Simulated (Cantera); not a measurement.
A closed system holds: 1 mol Pb, 0.67 mol CO2, 6.8 mol CO, held at 1 atm.

These are equilibrium values from Cantera (NASA tables, ideal gas, pure condensed phases), not measurements of a reactor. Candidate condensed phases: C, Pb, PbO, PbO2, Pb3O4; 15 gas species. Rates play no part.

x: gas mole fraction; n: condensed amount in mol.

```csv
T (K),x CO2,x CO,x Pb,x Pb2,n C(graphite),n Pb(l)
750,0.959,0.0412,9.36e-9,<1e-12,3.31,1.00
800,0.905,0.0951,6.06e-8,<1e-12,3.20,1.00
850,0.808,0.192,3.14e-7,<1e-12,2.97,1.000
900,0.659,0.341,1.35e-6,<1e-12,2.56,1.000
950,0.472,0.528,4.97e-6,(withheld),1.94,1.000
1000,0.290,0.710,1.60e-5,(withheld),1.16,1.000
1050,0.155,0.845,4.59e-5,(withheld),0.421,1.000
1100,0.0897,0.910,0.000120,(withheld),0,0.999
1150,0.0897,0.910,0.000286,(withheld),0,0.998
1200,0.0896,0.910,0.000635,(withheld),0,0.995
1250,0.0896,0.909,0.00132,(withheld),0,0.990
1300,0.0895,0.908,0.00259,(withheld),0,0.981
```

### Question
Complete the blanks.

### Answer

- 950, x Pb2: 7.11e-12
- 1000, x Pb2: 5.03e-11
- 1050, x Pb2: 2.94e-10
- 1100, x Pb2: 1.46e-9
- 1150, x Pb2: 6.25e-9
- 1200, x Pb2: 2.37e-8
- 1250, x Pb2: 8.02e-8
- 1300, x Pb2: 2.47e-7
